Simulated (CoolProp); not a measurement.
Nitrous oxide along the isobar 47.2 bar: density (kg/m³) from the reference equation and from simpler models built on Tc = 309.5 K, pc = 72.45 bar, ω = 0.161; each cubic takes its own stable root.

The numbers come from the reference Helmholtz-energy equation of state, Lemmon 2006 in CoolProp. It is a short technical equation, of lower accuracy than the large ones.

| T (K) | phase | reference | van der Waals | Redlich-Kwong |
|---|---|---|---|---|
| 251.8 | liquid | 1016 | 642.8 | 902.8 |
| 271.2 | liquid | 929.1 | 581.0 | 801.8 |
| 310 | gas | 111.1 | 106.2 | 110.2 |
| 329.4 | gas | 96.04 | 94.44 | 96.14 |
| 348.9 | gas | 85.91 | 85.68 | 86.33 |
| 368.3 | gas | 78.40 | 78.80 | 78.92 |
| 387.7 | gas | 72.44 | 73.17 | 73.00 |
| 407.1 | gas | 67.54 | 68.42 | 68.09 |
| 426.5 | gas | 63.40 | 64.35 | 63.94 |
| 446 | gas | 59.81 | 60.78 | 60.33 |
| 465.4 | gas | 56.69 | 57.65 | 57.19 |
